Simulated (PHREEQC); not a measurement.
Consider water at 25 °C with 15 mmol/kgw K2CO3 and 0.099 mmol/kgw CO2. Closed to the air; pH follows from the charge balance.

Model: ion-association model, wateq4f.dat, run in PHREEQC.

This is a speciation only: nothing precipitates in the calculation.

Task: Predict the pH, ionic strength.

Result: pH 11.04; ionic strength 0.0436 mol/kgw.

Task: In which forms is C present?

Result: CO3-2 90 %, HCO3- 10 % of the C.
